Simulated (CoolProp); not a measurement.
A single-stage vapour-compression cycle with chloromethane (R40): evaporating at 323.15 K (dew point), condensing at 345.15 K (bubble point), superheat 8 K, subcooling 2 K, compressor efficiency 0.7, no pressure losses. Each further row changes one setting.

Computed with CoolProp (reference Helmholtz-energy equation of state, Thol 2014).

```csv
case,cooling COP,pressure ratio,discharge temperature (K),refrigerating effect (kJ/kg),volumetric capacity (kJ/m³)
as stated,9.10,1.65,375.8,315,7650
evaporating temperature 328.15 K,12.1,1.47,___,317,___
condensing temperature 340.15 K,___,1.48,365.9,324,7860
subcooling 7 K,9.36,1.65,375.8,324,7860
superheat 18 K,___,1.65,386.9,327,7540
compressor efficiency 0.6,7.80,1.65,380.6,315,7650
```

**Question.** Some entries are withheld; supply them.

**Answer.** 
- evaporating temperature 328.15 K, discharge temperature (K): 370.1
- evaporating temperature 328.15 K, volumetric capacity (kJ/m³): 8660
- condensing temperature 340.15 K, cooling COP: 12.0
- superheat 18 K, cooling COP: 8.97
